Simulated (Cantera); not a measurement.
# Transport properties of process gases

Gas mixture: 91.8 % O₂, 8.20 % H₂O, at 500000 Pa, frozen composition.

Cantera's kinetic-theory transport with the Lennard-Jones parameters of GRI-Mech 3.0, ideal gas; thermal conductivity in the multicomponent form. Polar gases are described roughly by these parameters.

```csv
T (K),ρ (kg/m³),cp (J/kg/K),μ (µPa s),λ (mW/m/K),Pr,D (cm²/s) C₂H₂,D (cm²/s) H,D (cm²/s) CH₄
400,4.64,987.3,24.7,34.8,0.701,0.0571,0.433,0.0767
500,3.71,1018,29.1,42.5,0.698,0.0850,0.640,0.113
600,3.09,1051,33.2,50.0,0.697,0.117,0.877,0.156
700,2.65,1081,37.0,57.4,0.696,0.153,1.14,0.202
800,2.32,1107,40.5,64.5,0.696,0.192,1.43,0.254
900,2.06,1129,43.9,71.3,0.695,0.235,1.75,0.310
```
D: mixture-averaged diffusion coefficient of that species in the mixture.
